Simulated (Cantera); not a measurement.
## Thermodynamics of hydrogen reduction and annealing atmospheres, feed FeS + H₂ + H₂O

Charge: 1 mol FeS, 17 mol H₂, 0.22 mol H₂O, equilibrated at 1500 °C and 20.0 Pa.

Equilibrium computed with Cantera from the NASA thermochemical tables; the gas is ideal and each condensed phase is pure. Candidate condensed phases: Fe, FeO, Fe(OH)₂, Fe(OH)₃, FeS, FeSO₄, FeS₂, Fe₂O₃, Fe₂(SO₄)₃, Fe₃O₄, H₂O, H₂SO₄, S; 22 gas species. Rates play no part.

```
Quantity                             Result
--------------------------------  ---------
x(H₂)                                 0.884
x(Fe)                                0.0528
x(S₂)                                0.0195
x(H)                                 0.0189
x(H₂O)                               0.0110
x(S)                                0.00588
x(SH)                               0.00531
x(H₂S)                              0.00207
x(SO)                              0.000520
gas amount                        18.94 mol
log10 activity of Fe(δ) (absent)      -0.27
log10 activity of S(l) (absent)       -4.15
```
